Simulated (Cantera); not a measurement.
Source: NASA polynomial tables (part measured, part estimated), evaluated in Cantera. Values are per mole of reaction as written; species without (g) are pure solids or liquids, kept so even where they would boil at 1 bar. TaC: taken at fixed stoichiometry.

NO2(g) + TaC → TaO2(g) + C + N(g)

```json
[
 {"T (K)": "1850", "ΔH° (kJ)": "[?]", "ΔS° (J/K)": "[?]", "ΔG° (kJ)": "[?]", "log10 K": "[?]"},
 {"T (K)": "1950", "ΔH° (kJ)": "370.3", "ΔS° (J/K)": "147.2", "ΔG° (kJ)": "83.3", "log10 K": "-2.23"},
 {"T (K)": "2050", "ΔH° (kJ)": "[?]", "ΔS° (J/K)": "[?]", "ΔG° (kJ)": "[?]", "log10 K": "[?]"},
 {"T (K)": "2150", "ΔH° (kJ)": "367.5", "ΔS° (J/K)": "145.8", "ΔG° (kJ)": "54.0", "log10 K": "-1.31"},
 {"T (K)": "2250", "ΔH° (kJ)": "366.0", "ΔS° (J/K)": "145.1", "ΔG° (kJ)": "39.5", "log10 K": "-0.92"},
 {"T (K)": "2350", "ΔH° (kJ)": "364.4", "ΔS° (J/K)": "144.4", "ΔG° (kJ)": "25.0", "log10 K": "-0.56"},
 {"T (K)": "2450", "ΔH° (kJ)": "[?]", "ΔS° (J/K)": "[?]", "ΔG° (kJ)": "[?]", "log10 K": "[?]"}
]
```

Task: Complete the blanks.

Result: 
- 1850, ΔH° (kJ): 371.6
- 1850, ΔS° (J/K): 147.9
- 1850, ΔG° (kJ): 98.1
- 1850, log10 K: -2.77
- 2050, ΔH° (kJ): 368.9
- 2050, ΔS° (J/K): 146.5
- 2050, ΔG° (kJ): 68.6
- 2050, log10 K: -1.75
- 2450, ΔH° (kJ): 362.7
- 2450, ΔS° (J/K): 143.7
- 2450, ΔG° (kJ): 10.6
- 2450, log10 K: -0.23
